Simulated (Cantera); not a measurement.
Input: 1 mol CH3F, 1.8 mol H2, 0.14 mol Si, held at 627 °C and 5.40 Pa.

Method: chemical equilibrium by Gibbs-energy minimisation in Cantera with the NASA 1993 tables (ideal gas, pure condensed phases). Candidate condensed phases: C, C6H6, C7H8, C8H18, Si, SiC; 113 gas species. Equilibrium is a limit: real reactors are often held back by kinetics, nucleation or transport.

Base state: H2 0.842, HF 0.120, SiF4 0.0383, CH4 1.19e-5 (mole fractions); condensed: C(graphite).

**Question.** What changes in the equilibrium state with this change: temperature from 627 °C to 3077 °C?

**Answer.** 
```csv
species,before,after
H,1.46e-8,0.755
C,<1e-9,0.113
F,<1e-9,0.112
H2,0.842,0.000180
HF,0.120,0.00244
SiF4,0.0383,<1e-9
Si,<1e-9,0.0160
C2,<1e-9,0.000659
CF,<1e-9,0.000152
SiF,<1e-9,5.09e-5
C3,<1e-9,3.72e-5
"C(graphite), mol",1.000,0
```
The tables' values for SiF are old estimates; treat these amounts as uncertain.

**Question.** What changes in the equilibrium state with this change: 0.005 mol Cl2 added?

**Answer.** 
```
species            before    after
----------------  -------  -------
H2                  0.842    0.839
HF                  0.120    0.120
SiF4               0.0383   0.0382
HCl                     0  0.00273
CH4               1.19e-5  1.19e-5
C(graphite), mol    1.000    1.000
```
